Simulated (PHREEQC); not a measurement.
Model water analysis in mg/kgw, 25 °C, pH 6.73, pe 11.3: Na 2130; K 28; Ca 92; Mg 154; Cl 3820; S(6) as SO4 379; Alkalinity as HCO3 0.0025; O(0) (dissolved oxygen) 7.4.

Cl is adjusted to close the charge balance.
Valence states are taken as typed.

Equilibrium calculation in PHREEQC: ion-association model, phreeqc.dat.

Each row changes one thing in this solution. This is a speciation only: nothing precipitates in the calculation.

```json
[
 {"case": "as made", "Mg+2 (mol/kgw)": "0.00582", "SO4-2 (mol/kgw)": "0.00283", "Ca+2 (mol/kgw)": "0.00216", "MgSO4 (mol/kgw)": "0.000513", "NaSO4- (mol/kgw)": "0.000458", "CaSO4 (mol/kgw)": "0.000138", "SI of Gypsum (CaSO4:2H2O)": "-1.52", "SI of Halite (NaCl)": "-3.83"},
 {"case": "all concentrations times 3 at the same typed pH", "Mg+2 (mol/kgw)": "0.0171", "SO4-2 (mol/kgw)": "0.00711", "Ca+2 (mol/kgw)": "0.00640", "MgSO4 (mol/kgw)": "0.00189", "NaSO4- (mol/kgw)": "0.00235", "CaSO4 (mol/kgw)": "0.000488", "SI of Gypsum (CaSO4:2H2O)": "-0.95", "SI of Halite (NaCl)": "-2.95"},
 {"case": "pH from 6.73 to 5.73 at the same alkalinity", "Mg+2 (mol/kgw)": "0.00582", "SO4-2 (mol/kgw)": "0.00283", "Ca+2 (mol/kgw)": "0.00216", "MgSO4 (mol/kgw)": "0.000513", "NaSO4- (mol/kgw)": "0.000458", "CaSO4 (mol/kgw)": "0.000138", "SI of Gypsum (CaSO4:2H2O)": "-1.52", "SI of Halite (NaCl)": "-3.83"},
 {"case": "Na from 2130 to 1060 mg/kgw", "Mg+2 (mol/kgw)": "0.00566", "SO4-2 (mol/kgw)": "0.00282", "Ca+2 (mol/kgw)": "0.00211", "MgSO4 (mol/kgw)": "0.000671", "NaSO4- (mol/kgw)": "0.000266", "CaSO4 (mol/kgw)": "0.000184", "SI of Gypsum (CaSO4:2H2O)": "-1.40", "SI of Halite (NaCl)": "-4.36"}
]
```
